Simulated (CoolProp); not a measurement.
A single-stage vapour-compression cycle with R124: evaporating at 228.15 K (dew point), condensing at 295.15 K (bubble point), superheat 8 K, subcooling 8 K, compressor efficiency 0.6, no pressure losses. Each further row changes one setting.

The numbers come from the reference Helmholtz-energy equation of state, de Vries 1995 in CoolProp.

```tsv
case	cooling COP	pressure ratio	discharge temperature (K)	refrigerating effect (kJ/kg)	volumetric capacity (kJ/m³)
as stated	1.62	17.5	346.8	123	173
evaporating temperature 233.15 K	…	13.2	341.7	126	230
condensing temperature 290.15 K	…	14.9	340.4	129	180
subcooling 13 K	1.70	17.5	346.8	129	180
superheat 18 K	1.64	17.5	…	130	174
compressor efficiency 0.5	1.35	17.5	365.1	123	173
```

Q: What belongs in the gaps?

A: 
- evaporating temperature 233.15 K, cooling COP: 1.84
- condensing temperature 290.15 K, cooling COP: 1.81
- superheat 18 K, discharge temperature (K): 358.7
